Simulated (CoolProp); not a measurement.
Computed with CoolProp (reference Helmholtz-energy equation of state, Gao 2022).

Task: Give the vapour pressure (MPa), liquid density (kg/m³), vapour density (kg/m³), enthalpy of vaporisation (kJ/kg) of saturated n-perfluorohexane at 108.85, 155.55 °C.

Result: 
| T (°C) | p (MPa) | liquid density (kg/m³) | vapour density (kg/m³) | enthalpy of vaporisation (kJ/kg) |
|---|---|---|---|---|
| 108.85 | 0.442 | 1390 | 57.7 | 67.3 |
| 155.55 | 1.20 | 1100 | 197 | 41.7 |
